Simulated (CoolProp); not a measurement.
R236EA along the isobar 807 kPa: Z from the reference equation and from simpler models built on Tc = 412.4 K, pc = 3414 kPa, ω = 0.368; each cubic takes its own stable root.

Values from CoolProp's reference Helmholtz-energy equation of state, Rui 2013.

| T (K) | phase | reference | van der Waals | Redlich-Kwong |
|---|---|---|---|---|
| 268 | liquid | 0.03623 | 0.06097 | 0.04170 |
| 276.1 | liquid | 0.03572 | 0.06013 | 0.04122 |
| 284.2 | liquid | 0.03527 | 0.05941 | 0.04084 |
| 292.3 | liquid | 0.03488 | 0.05882 | 0.04054 |
| 300.5 | liquid | 0.03455 | 0.8237 | 0.04034 |
| 308.6 | liquid | 0.03429 | 0.8366 | 0.04025 |
| 316.7 | liquid | 0.03408 | 0.8481 | 0.04027 |
| 324.8 | liquid | 0.03395 | 0.8584 | 0.04042 |
| 333 | liquid | 0.03390 | 0.8678 | 0.8298 |
| 341.1 | liquid | 0.03394 | 0.8761 | 0.8431 |
| 349.2 | gas | 0.8248 | 0.8837 | 0.8549 |
| 357.3 | gas | 0.8424 | 0.8906 | 0.8654 |

At some of these states van der Waals, Redlich-Kwong gives the other phase, because its saturation line lies elsewhere.
